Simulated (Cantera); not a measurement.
Formation from one mole of O2

Source: NASA polynomial tables (part measured, part estimated), evaluated in Cantera. Values are per mole of reaction as written; species without (g) are pure solids or liquids, kept so even where they would boil at 1 bar.

2 Pb + O2(g) → 2 PbO(g)

```csv
T (K),ΔH° (kJ),ΔS° (J/K),ΔG° (kJ),log10 K,condensed phases
300,140.6,145.2,97.0,-16.89,Pb(s)
1398,109.8,99.9,-29.8,1.11,Pb(l)
1473,108.4,98.9,-37.3,1.32,Pb(l)
1548,107.0,98.0,-44.7,1.51,Pb(l)
1623,105.7,97.1,-52.0,1.67,Pb(l)
1698,104.3,96.3,-59.3,1.82,Pb(l)
```

1.333 Ti + O2(g) → 0.6667 Ti2O3

| T (K) | ΔH° (kJ) | ΔS° (J/K) | ΔG° (kJ) | log10 K | condensed phases |
|---|---|---|---|---|---|
| 300 | -1013.9 | -194.4 | -955.6 | 166.37 | Ti(α), Ti2O3(s) |
| 1398 | -997.5 | -170.4 | -759.3 | 28.37 | Ti(β), Ti2O3(s) |
| 1473 | -995.9 | -169.3 | -746.6 | 26.47 | Ti(β), Ti2O3(s) |
| 1548 | -994.4 | -168.3 | -733.9 | 24.76 | Ti(β), Ti2O3(s) |
| 1623 | -993.0 | -167.4 | -721.3 | 23.21 | Ti(β), Ti2O3(s) |
| 1698 | -991.8 | -166.6 | -708.8 | 21.80 | Ti(β), Ti2O3(s) |

0.8 V + O2(g) → 0.4 V2O5

| T (K) | ΔH° (kJ) | ΔS° (J/K) | ΔG° (kJ) | log10 K | condensed phases |
|---|---|---|---|---|---|
| 300 | -620.2 | -176.0 | -567.4 | 98.80 | V(s), V2O5(s) |
| 1398 | -579.5 | -129.6 | -398.3 | 14.88 | V(s), V2O5(l) |
| 1473 | -578.6 | -129.0 | -388.6 | 13.78 | V(s), V2O5(l) |
| 1548 | -577.7 | -128.4 | -379.0 | 12.79 | V(s), V2O5(l) |
| 1623 | -576.9 | -127.9 | -369.3 | 11.89 | V(s), V2O5(l) |
| 1698 | -576.1 | -127.4 | -359.8 | 11.07 | V(s), V2O5(l) |
